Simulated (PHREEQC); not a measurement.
Make-up at 25 °C: 0.045 mmol/kgw Ca(HCO3)2, 4.9 mmol/kgw Al(NO3)3 and 63 mmol/kgw MgSO4. Closed to the air; pH follows from the charge balance.

Equilibrium calculation in PHREEQC: ion-association model, phreeqc.dat.

Precipitation was switched off in this run.

Problem. Estimate the pH, ionic strength, density.

Solution. pH 4.67; ionic strength 0.140 mol/kgw; density 1.005 g/cm³.

Problem. In which forms is Ca present?

Solution. Ca+2 63 %, CaSO4 37 % of the Ca.

The solution is supersaturated, for example in Gibbsite (slow to form), so a real one may precipitate; this is no full list.
